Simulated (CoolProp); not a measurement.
Tetradecamethylhexasiloxane (MD4M) along the isotherm 346.85 °C: fugacity coefficient from the reference equation and from simpler models built on Tc = 380.0 °C, pc = 828.6 kPa, ω = 0.800; each cubic takes its own stable root.

The numbers come from the reference Helmholtz-energy equation of state, Thol 2019 in CoolProp.

```tsv
p (kPa)	phase	reference
26.2	gas	0.9846
38.5	gas	0.9774
56.4	gas	0.9669
82.9	gas	0.9515
122	gas	0.9289
179	gas	0.8962
262	gas	0.8490
385	gas	0.7798
564	liquid	0.6420
829	liquid	0.4580
1220	liquid	0.3332
1790	liquid	0.2501
2620	liquid	0.1958
3850	liquid	0.1619
5640	liquid	0.1454
8290	liquid	0.1464
```

Q: How far does each simpler model (van der Waals, Soave-Redlich-Kwong) lie from the reference over these 16 states: mean and median of the absolute difference, and the worst?

A: 
- van der Waals: mean 32.3 %, median 14.1 %, worst +128.6 % at 346.85 °C and 8290 kPa
- Soave-Redlich-Kwong: mean 6.1 %, median 4.7 %, worst +17.9 % at 346.85 °C and 8290 kPa

At some of these states van der Waals gives the other phase, because its saturation line lies elsewhere.
